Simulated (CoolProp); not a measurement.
Properties of R115 along the isotherm 400.1 K.

Computed with CoolProp (reference Helmholtz-energy equation of state, Lemmon 2016).

| p (MPa) | phase | speed of sound (m/s) | Joule-Thomson coefficient (K/MPa) | expansivity (1/kK) |
|---|---|---|---|---|
| 0.522 | gas | ___ | 6.364 | 2.840 |
| 1.04 | gas | 142.0 | ___ | 3.260 |
| 1.56 | gas | ___ | 7.091 | 3.793 |
| 2.09 | gas | 131.1 | 7.506 | 4.495 |
| 2.61 | gas | ___ | 7.924 | 5.400 |
| 3.13 | supercritical | 119.5 | 8.316 | ___ |
| 3.65 | supercritical | 114.0 | ___ | 8.193 |
| 4.17 | supercritical | 109.4 | 8.690 | 10.22 |
| 4.69 | supercritical | 106.5 | 8.424 | 12.55 |
| 5.22 | supercritical | 106.0 | 7.733 | 14.71 |
| 5.74 | supercritical | 108.8 | 6.727 | 15.80 |
| 6.26 | supercritical | 115.0 | 5.599 | 15.41 |
| 6.78 | supercritical | 124.2 | ___ | 13.97 |
| 7.3 | supercritical | 135.0 | ___ | 12.23 |
| 7.82 | supercritical | 146.7 | 3.008 | 10.66 |

Question: Fill in the missing entries.

Answer: 
- 0.522, speed of sound (m/s): 147.0
- 1.04, Joule-Thomson coefficient (K/MPa): 6.711
- 1.56, speed of sound (m/s): 136.7
- 2.61, speed of sound (m/s): 125.3
- 3.13, expansivity (1/kK): 6.602
- 3.65, Joule-Thomson coefficient (K/MPa): 8.610
- 6.78, Joule-Thomson coefficient (K/MPa): 4.548
- 7.3, Joule-Thomson coefficient (K/MPa): 3.681
